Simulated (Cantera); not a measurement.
Cantera run:

```python
import numpy as np
import cantera as ct

gas_names = """
    B BH BH2 BH3 BN B2 H H2 N NH NH2 NH3 N2 N2H2 N2H4
""".split()
cond_names = """
    B(b) B(L) BN(s)
""".split()


# ... load() reads the species with a 1 bar reference pressure and builds the phases ...
atoms = {
    'borazine': {'B': 3, 'N': 3, 'H': 6},
    'H2': {'H': 2},
    'N2': {'N': 2},
}
top_T = {'BN(s)': 3200}  # K; cautious upper limits of use, not melting points


# ... equilibrate(T, P, feed) seeds the gas with the atoms and calls Mixture.equilibrate('TP', solver="vcs", rtol=1e-11, max_steps=5000) ...
results = []
feed = {'borazine': 1, 'H2': 13, 'N2': 29}  # mol
T = 1025  # K
P = 1333.22  # Pa
mix = equilibrate(T, P, feed)
results.append((T, P, feed, dict(zip(mix.species_names, mix.species_moles))))
print(gas.report(threshold=0.001))
for i in range(1, mix.n_phases):
    print(f"{mix.phase(i).name:16s} {mix.phase_moles(i):12.5e} mol")
```

Output:

```
       temperature   1025 K
          pressure   1333.2 Pa
           density   0.0029364 kg/m^3
  mean mol. weight   18.77 kg/kmol
   phase of matter   gas

                          1 kg             1 kmol
                     ---------------   ---------------
          enthalpy        1.1712e+06        2.1984e+07  J
   internal energy        7.1719e+05        1.3462e+07  J
           entropy             13226        2.4825e+05  J/K
    Gibbs function       -1.2385e+07       -2.3247e+08  J
 heat capacity c_p            1700.2             31913  J/K
 heat capacity c_v            1257.2             23598  J/K

                      mass frac. Y      mole frac. X     chem. pot. / RT
                     ---------------   ---------------   ---------------
                H2          0.038188           0.35555           -22.919
                N2           0.96181           0.64444           -29.683
     [  +13 minor]        1.0206e-06         1.146e-06

B(b)              0.00000e+00 mol
BN(s)             3.00000e+00 mol
```

Method: chemical equilibrium by Gibbs-energy minimisation in Cantera with the NASA 1993 tables (ideal gas, pure condensed phases). The feed counts by its element totals alone.
